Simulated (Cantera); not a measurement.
Mixture: H2 : O2 : N2 = 1 : 0.532 : 2 (molar parts), equivalence ratio 0.94, at 9.87 atm, adiabatic and at constant volume. Ignition delay is the time to a rise of 400 K.

Cantera simulation using the H2/O2 subset of GRI-Mech 3.0, which has no nitrogen chemistry; the numbers are that mechanism's predictions, not measurements. The hydrogen kinetics of GRI-Mech 3.0 are dated; newer H2 mechanisms differ, most at raised pressure.

Q: At T0 = 1175 K, what is the delay, and which 6 reactions control it most (d ln τ / d ln k, from doubling and halving each rate constant)?

A: The delay is 0.133 ms.
| reaction | d ln τ / d ln k | faster rate |
|---|---|---|
| H + O2 <=> O + OH | -2.68 | shortens it |
| H + O2 + N2 <=> HO2 + N2 | 1.12 | lengthens it |
| H + O2 + M <=> HO2 + M | 0.85 | lengthens it |
| H + H2O2 <=> H2 + HO2 | -0.47 | shortens it |
| 2 OH (+M) <=> H2O2 (+M) | -0.31 | shortens it |
| H + HO2 <=> 2 OH | -0.25 | shortens it |
